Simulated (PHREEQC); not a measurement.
0.53 g of hydrous ferric oxide (600 m²/g; 0.2 weak and 0.005 strong sites per Fe, Dzombak-Morel constants, diffuse double layer) in 1 kg of water with 0.3 mol/kgw of an inert sodium salt and 1.3e-06 mol MgCl2, 8.7e-06 mol ZnSO4 and 2.1e-06 mol NiCl2, at 25 °C; the pH is set by adding NaOH or the inert anion's acid. Oxygen is held at 0.21 atm. CO2 from the air is kept out. Precipitation was switched off in this run.

Computed with PHREEQC (ion-association model, wateq4f.dat).

```csv
pH,Mg sorbed (%),S sorbed (%),Zn sorbed (%)
4,0.0,90.6,0.0
5,0.0,80.8,3.2
5.5,0.0,64.6,19.8
6,0.0,38.6,61.5
7,1.1,4.1,98.6
8,36.9,0.2,100.0
8.5,80.8,0.0,100.0
9,96.6,0.0,100.0
10,99.9,0.0,100.0
```

Complexes and solids missing from the database can't appear.
